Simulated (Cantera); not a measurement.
A closed system holds: 1 mol SiC, 1.6 mol H₂O, 290 mol H₂, at 1000 Pa.

Method: chemical equilibrium by Gibbs-energy minimisation in Cantera with the NASA 1993 tables (ideal gas, pure condensed phases). Candidate condensed phases: C, C₆H₆, C₇H₈, C₈H₁₈, H₂O, Si, SiC, SiO₂; 123 gas species. Mutual solubility and eutectic melting of coexisting phases are not modelled. The tables hold silica as quartz up to 1696 K and as liquid above; real silica turns to tridymite and cristobalite and melts near 1996 K. Kinetics and transport are ignored.

Problem. Which condensed phases are stable at each of these points (T (°C)): 800, 850, 900, 950, 1000, 1050, 1100, 1150, 1200, 1250, 1300, 1350, 1400, 1450?

Solution. 
```tsv
T (°C)	condensed phases	Si condensed (%)
800	C(graphite) + SiC(s) + SiO₂(β-quartz)	100.0
850	C(graphite) + SiC(s) + SiO₂(β-quartz)	100.0
900	SiC(s) + SiO₂(β-quartz)	100.0
950	SiC(s) + SiO₂(β-quartz)	99.8
1000	SiC(s) + SiO₂(β-quartz)	98.5
1050	SiC(s) + SiO₂(β-quartz)	91.9
1100	SiC(s) + SiO₂(β-quartz)	62.6
1150	SiC(s)	20.0
1200	SiC(s)	20.0
1250	SiC(s)	20.0
1300	SiC(s)	20.0
1350	SiC(s)	19.9
1400	SiC(s)	19.8
1450	SiC(s)	19.5
```

From 800 °C to 850 °C the condensed part is C(graphite) + SiC(s) + SiO₂(β-quartz). From 900 °C to 1100 °C the condensed part is SiC(s) + SiO₂(β-quartz). From 1150 °C to 1450 °C the condensed part is SiC(s).
